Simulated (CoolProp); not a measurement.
Properties of acetone along the isotherm 276.85 °C.

The numbers come from the reference Helmholtz-energy equation of state, Lemmon 2006 in CoolProp. It is a short technical equation, of lower accuracy than the large ones.

```csv
p (MPa),phase,Z,cp (kJ/(kg K)),Joule-Thomson coefficient (K/MPa),fugacity coefficient
5.21,supercritical,0.6112,3.194,___,0.7006
10.4,supercritical,0.3327,3.682,2.397,___
15.6,supercritical,___,3.037,___,0.3644
20.9,supercritical,0.5225,2.855,0.4010,0.3121
26.1,supercritical,0.6209,2.765,0.1990,0.2836
31.3,supercritical,0.7176,2.708,0.07789,0.2670
36.5,supercritical,0.8125,2.669,-0.003361,0.2575
41.7,supercritical,0.9058,2.640,___,0.2527
46.9,supercritical,0.9975,___,-0.1061,0.2512
```

Task: Fill in the missing entries.

Result: 
- 5.21, Joule-Thomson coefficient (K/MPa): 10.69
- 10.4, fugacity coefficient: 0.4702
- 15.6, Z: 0.4214
- 15.6, Joule-Thomson coefficient (K/MPa): 0.8304
- 41.7, Joule-Thomson coefficient (K/MPa): -0.06186
- 46.9, cp (kJ/(kg K)): 2.617
